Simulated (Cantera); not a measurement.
A closed system holds: 1 mol C3H8, 19 mol H2, 3.8 mol N2, 1 mol CO2, equilibrated at 1150 K and 1.33 mbar.

Method: chemical equilibrium by Gibbs-energy minimisation in Cantera with the NASA 1993 tables (ideal gas, pure condensed phases). Candidate condensed phases: C, C6H6, C7H8, C8H18, H2O; 136 gas species. Kinetics and transport are ignored.

Base state: H2 0.799, N2 0.132, CO 0.0694, CH4 1.99e-5, HCN 1.36e-5 (mole fractions); condensed: C(graphite).

Task: What changes in the equilibrium state with this change: temperature from 1150 K to 2723.15 K?

Result: 
| species | before | after |
|---|---|---|
| H | 1.83e-6 | 0.686 |
| H2 | 0.799 | 0.163 |
| N2 | 0.132 | 0.0770 |
| HCN | 1.36e-5 | 0.0112 |
| CO | 0.0694 | 0.0449 |
| C3 | <1e-9 | 0.00543 |
| CN | <1e-9 | 0.00363 |
| C | <1e-9 | 0.00176 |
| C2H | <1e-9 | 0.00139 |
| C2 | <1e-9 | 0.000617 |
| C(graphite), mol | 2.00 | 0 |
